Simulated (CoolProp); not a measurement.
A Linde-Hampson liquefier for carbon monoxide: isothermal reversible compression at 200 K from 1 atm to 30 MPa, throttling to 1 atm, return gas leaving the recuperator 10 K below the feed. Each further row changes one setting.

The numbers come from the reference Helmholtz-energy equation of state, Lemmon 2006 in CoolProp. It is a short technical equation, of lower accuracy than the large ones.

| case | liquid yield per pass | compression work (kJ/kg of gas) |
|---|---|---|
| as stated | 0.257 | 316 |
| high pressure 60 MPa | 0.229 | [?] |
| warm-end temperature 230 K | [?] | [?] |
| warm-end gap 15 K | 0.245 | 316 |

Task: What belongs in the gaps?

Result: 
- high pressure 60 MPa, compression work (kJ/kg of gas): 370
- warm-end temperature 230 K, liquid yield per pass: 0.182
- warm-end temperature 230 K, compression work (kJ/kg of gas): 376
